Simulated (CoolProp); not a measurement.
Properties of C2F6 (R116) along the isotherm -77.05 °C (Tc = 19.9 °C, pc = 3048 kPa, ω = 0.257).

Values from CoolProp's reference Helmholtz-energy equation of state, Lemmon 2006. It is a short technical equation, of lower accuracy than the large ones.

| p (kPa) | phase | density (kg/m³) | cp (kJ/(kg K)) | cv (kJ/(kg K)) | fugacity coefficient |
|---|---|---|---|---|---|
| 1090 | liquid | 1605 | 0.9411 | 0.6308 | 0.09888 |
| 2180 | liquid | 1610 | 0.9376 | 0.6312 | 0.05236 |
| 3270 | liquid | 1615 | 0.9344 | 0.6317 | 0.03696 |
| 4350 | liquid | 1620 | 0.9314 | 0.6321 | 0.02940 |
| 5440 | liquid | 1624 | 0.9286 | 0.6326 | 0.02489 |
| 6530 | liquid | 1629 | 0.9259 | 0.6331 | 0.02194 |
| 7620 | liquid | 1633 | 0.9234 | 0.6335 | 0.01990 |
| 8710 | liquid | 1638 | 0.9210 | 0.6340 | 0.01842 |
| 9800 | liquid | 1642 | 0.9188 | 0.6344 | 0.01732 |
| 10900 | liquid | 1646 | 0.9167 | 0.6349 | 0.01648 |
| 12000 | liquid | 1650 | 0.9147 | 0.6353 | 0.01584 |
| 13100 | liquid | 1654 | 0.9128 | 0.6358 | 0.01535 |
| 14100 | liquid | 1658 | 0.9111 | 0.6362 | 0.01501 |
| 15200 | liquid | 1662 | 0.9094 | 0.6366 | 0.01472 |
